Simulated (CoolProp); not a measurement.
Vapour-liquid equilibrium of dimethyl ether (1) + 1-butene (2) at 1410 kPa; x and y are mole fractions of (1).

Computed with CoolProp (multi-fluid Helmholtz-energy mixture model, Wu 2011 and Lemmon 2005; pair parameters Bell 2016).

```csv
x,"bubble temperature, mixture model (K)","bubble temperature, Raoult's law (K)","y, mixture model","y, Raoult's law"
0.05,358.6,359.1,0.084,0.089
0.125,355.1,356.2,0.198,0.210
0.2,351.9,353.4,0.299,0.318
0.275,349.1,350.9,0.391,0.415
0.35,346.5,348.5,0.473,0.502
0.425,344.2,346.2,0.548,0.581
0.5,342.0,344.0,0.616,0.653
0.575,340.1,342.0,0.680,0.718
0.65,338.4,340.0,0.740,0.778
0.725,336.8,338.1,0.798,0.833
0.8,335.3,336.4,0.853,0.883
0.875,334.0,334.7,0.908,0.930
0.95,332.8,333.0,0.963,0.973
```

The largest gap from Raoult's law is -2.0 K in bubble temperature, at x = 0.425. No azeotrope shows between x = 0.05 and 0.95.

The pair parameters rest on a limited set of measurements; away from them the model extrapolates.
